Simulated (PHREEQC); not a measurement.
Acid mine or pickling water

Synthetic water in mg/L, 50 °C, pH 3.74, pe 10.6:

```csv
constituent,mg/L
Na,992
K,262
Ca,932
Mg,121
Cl,1200
S(6) as SO4,3600
Cd,36.8
```

Cl is adjusted to close the charge balance.
Valence states are taken as typed.

The numbers come from PHREEQC with the ion-association model, wateq4f.dat.

This is a speciation only: nothing precipitates in the calculation.

### Question
Predict the ionic strength.

### Answer
ionic strength 0.121 mol/kgw.

### Question
In which forms is K present?

### Answer
K+ 93 %, KSO4- 7.2 % of the K.

The solution is supersaturated, for example in Gypsum, so a real one may precipitate; this is no full list. At this temperature some constants are extrapolated from 25 °C, and those without enthalpy data are left unchanged.
